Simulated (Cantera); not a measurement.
# NO annealing gas

An isothermal, constant-pressure homogeneous reactor starts with NO : N2 = 1 : 0.27 (molar parts), at 2125 K and 0.0395 atm.

Model: GRI-Mech 3.0 (53 species, 325 reactions), integrated in Cantera. Radical loss at walls, strong at low pressure, is not modelled.

```tsv
t (s)	x NO	x O2	x O	x N2O	x NO2	x N2
0.000200	0.787	1.16e-7	1.37e-5	1.32e-5	1.08e-7	0.213
0.000693	0.787	1.43e-6	4.91e-5	4.36e-5	1.06e-6	0.213
0.00240	0.787	1.95e-5	0.000188	0.000126	7.38e-6	0.213
0.00833	0.786	0.000305	0.000697	0.000242	2.77e-5	0.213
0.0289	0.779	0.00312	0.00133	0.000236	4.61e-5	0.216
0.100	0.754	0.0156	0.00165	0.000207	6.40e-5	0.229
0.347	0.655	0.0643	0.00245	0.000138	0.000100	0.278
1.20	0.343	0.219	0.00400	3.06e-5	9.80e-5	0.434
4.16	0.0466	0.367	0.00504	5.80e-7	1.74e-5	0.581
14.4	0.0129	0.384	0.00514	1.24e-7	4.95e-6	0.598
50.0	0.0125	0.384	0.00515	1.22e-7	4.79e-6	0.598
```
x: mole fraction; the columns are a selection and need not sum to one.

Equilibrium at this temperature and pressure: NO 0.0125, O2 0.384, O 0.00515, N2O 1.22e-7, NO2 4.79e-6, N2 0.598 (gas phase only).
